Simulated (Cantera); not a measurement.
Input: 1 mol FeS, 2.5 mol SO2, 0.53 mol H2O, equilibrated at 750 Torr.

Equilibrium computed with Cantera from the NASA thermochemical tables; the gas is ideal and each condensed phase is pure. Candidate condensed phases: Fe, FeO, Fe(OH)2, Fe(OH)3, FeS, FeSO4, FeS2, Fe2O3, Fe2(SO4)3, Fe3O4, H2O, H2SO4, S; 22 gas species. Metal and sulfide melt together well below either melting point, which pure phases cannot show. Mutual solubility and eutectic melting of coexisting phases are not modelled. The tables' stoichiometric FeO is somewhat more stable than real wüstite, so its field is too wide. FeO, FeS: taken at fixed stoichiometry. The numbers say what is thermodynamically allowed, not how fast it happens. All values below are at 1275 °C.

Base state: SO2 0.706, H2O 0.156, S2 0.112, S2O 0.00805, H2 0.00590, H2S 0.00573, SO 0.00565, SH 0.000501 (mole fractions); condensed: FeO(s) + FeS(l).

What changes in the equilibrium state with this change: H2O from 0.53 to 0.16 mol?


```json
[
 {"species": "SO2", "before": "0.706", "after": "0.805"},
 {"species": "S2", "before": "0.112", "after": "0.122"},
 {"species": "H2O", "before": "0.156", "after": "0.0535"},
 {"species": "H2", "before": "0.00590", "after": "0.00194"},
 {"species": "H2S", "before": "0.00573", "after": "0.00197"},
 {"species": "SH", "before": "0.000501", "after": "0.000300"},
 {"species": "S2O", "before": "0.00805", "after": "0.00917"},
 {"species": "SO", "before": "0.00565", "after": "0.00616"},
 {"species": "FeO(s), mol", "before": "0.529", "after": "0.492"},
 {"species": "FeS(l), mol", "before": "0.471", "after": "0.508"}
]
```

What changes in the equilibrium state with this change: FeS replaced by MgO?


```
species        before     after
-----------  --------  --------
SO2             0.706     0.825
H2O             0.156     0.175
SO3           1.94e-6  0.000140
S2              0.112   1.05e-8
H2S           0.00573   3.18e-8
S2O           0.00805   4.66e-8
SH           0.000501   2.07e-8
FeO(s), mol     0.529         0
FeS(l), mol     0.471         0
MgO(s), mol         0      1.00
```
Further candidate phases: Mg, MgO, Mg(OH)2, MgS, MgSO4.
